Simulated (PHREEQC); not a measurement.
## Acid rinse or clean: speciation

Consider water at 61 °C with 0.027 mol/kgw H2SO4, 0.00054 mol/kgw CuSO4 and 9.8e-05 mol/kgw MgCl2. Closed to the air; pH follows from the charge balance.

The numbers come from PHREEQC with the ion-association model, wateq4f.dat.

```json
{
  "pH": "1.56",
  "ionic_strength": "0.0396 mol/kgw",
  "total_alkalinity": "-54.0 meq/kg"
}
```

```tsv
species	molality	activity	log γ
H+	0.0324	0.0277	-0.068
HSO4-	0.0216	0.0178	-0.084
SO4-2	0.00581	0.00273	-0.328
Cu+2	0.000404	0.000197	-0.311
Cl-	0.000196	0.000160	-0.088
CuSO4	0.000136	0.000137	0.004
Mg+2	5.74e-5	2.81e-5	-0.311
MgSO4	4.06e-5	4.10e-5	0.004
CuCl+	4.98e-7	4.09e-7	-0.086
```

This is a speciation only: nothing precipitates in the calculation. Constants without temperature data keep their 25 °C values here.
